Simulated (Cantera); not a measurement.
**Thermodynamics of silicon epitaxy and polysilicon growth, feed SiCl4 + Cl2 + H2 + NH3**

A closed system holds: 1 mol SiCl4, 0.0053 mol Cl2, 180 mol H2, 0.32 mol NH3, held at 1.05 Torr.

Cantera equilibrium calculation (NASA polynomials, part measured and part estimated; ideal gas, pure solids and liquids). Candidate condensed phases: NH4Cl, Si, Si3N4; 28 gas species. Mutual solubility and eutectic melting of coexisting phases are not modelled. The tables' values for SiCl3, SiCl are old estimates; treat these amounts as uncertain. Equilibrium is a limit: real reactors are often held back by kinetics, nucleation or transport.

From 902 °C to 1052 °C the condensed part is Si(s) + Si3N4(s). From 1102 °C to 1302 °C the condensed part is Si(s). The main Si-bearing gas is SiCl2 throughout. The share of Si in condensed phases is highest at 902 °C (82.2 %) and lowest at 1302 °C (75.2 %).

```json
[
 {"T (°C)": "902", "x H2": "0.979", "x HCl": "0.0200", "x SiCl2": "0.000930", "x H": "3.24e-6", "n Si(s)": "0.585", "n Si3N4(s)": "0.0792"},
 {"T (°C)": "952", "x H2": "0.979", "x HCl": "0.0199", "x SiCl2": "0.000989", "x H": "8.24e-6", "n Si(s)": "0.587", "n Si3N4(s)": "0.0760"},
 {"T (°C)": "1002", "x H2": "0.979", "x HCl": "0.0198", "x SiCl2": "0.00104", "x H": "1.95e-5", "n Si(s)": "0.617", "n Si3N4(s)": "0.0634"},
 {"T (°C)": "1052", "x H2": "0.978", "x HCl": "0.0198", "x SiCl2": "0.00109", "x H": "4.32e-5", "n Si(s)": "0.745", "n Si3N4(s)": "0.0181"},
 {"T (°C)": "1102", "x H2": "0.978", "x HCl": "0.0197", "x SiCl2": "0.00114", "x H": "9.06e-5", "n Si(s)": "0.791", "n Si3N4(s)": "0"},
 {"T (°C)": "1152", "x H2": "0.978", "x HCl": "0.0196", "x SiCl2": "0.00118", "x H": "0.000180", "n Si(s)": "0.783", "n Si3N4(s)": "0"},
 {"T (°C)": "1202", "x H2": "0.978", "x HCl": "0.0195", "x SiCl2": "0.00122", "x H": "0.000343", "n Si(s)": "0.775", "n Si3N4(s)": "0"},
 {"T (°C)": "1252", "x H2": "0.978", "x HCl": "0.0194", "x SiCl2": "0.00126", "x H": "0.000625", "n Si(s)": "0.765", "n Si3N4(s)": "0"},
 {"T (°C)": "1302", "x H2": "0.977", "x HCl": "0.0193", "x SiCl2": "0.00130", "x H": "0.00110", "n Si(s)": "0.752", "n Si3N4(s)": "0"}
]
```
x: gas mole fraction; n: condensed amount in mol.
